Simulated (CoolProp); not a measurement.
Vapour-liquid equilibrium of R113 (1) + acetone (2) at 13.25 °C; x and y are mole fractions of (1).

Model: multi-fluid Helmholtz-energy mixture model, Marx 1992 and Lemmon 2006; pair parameters Bell 2016, in CoolProp.

| x | bubble pressure (MPa) | y at the bubble point | dew pressure at overall composition x (MPa) | liquid density (mol/L) |
|---|---|---|---|---|
| 0.05 | 0.02086 | 0.173 | 0.01880 | 13.33 |
| 0.125 | 0.02405 | 0.329 | 0.02001 | 12.77 |
| 0.2 | 0.02632 | 0.424 | 0.02136 | 12.25 |
| 0.275 | 0.02793 | 0.489 | 0.02287 | 11.76 |
| 0.35 | 0.02907 | 0.537 | 0.02454 | 11.31 |
| 0.425 | 0.02987 | 0.576 | 0.02634 | 10.89 |
| 0.5 | 0.03042 | 0.609 | 0.02820 | 10.50 |
| 0.575 | 0.03079 | 0.640 | 0.02986 | 10.13 |
| 0.65 | 0.03099 | 0.673 | 0.03087 | 9.794 |
| 0.725 | 0.03100 | 0.710 | 0.03095 | 9.478 |
| 0.8 | 0.03077 | 0.756 | 0.03037 | 9.183 |
| 0.875 | 0.03016 | 0.818 | 0.02943 | 8.908 |
| 0.95 | 0.02894 | 0.910 | 0.02835 | 8.652 |

y crosses x between x = 0.65 and 0.725: the model has an azeotrope there.

Pair parameters are fitted to limited data, so mixtures are less certain than the pure fluids.
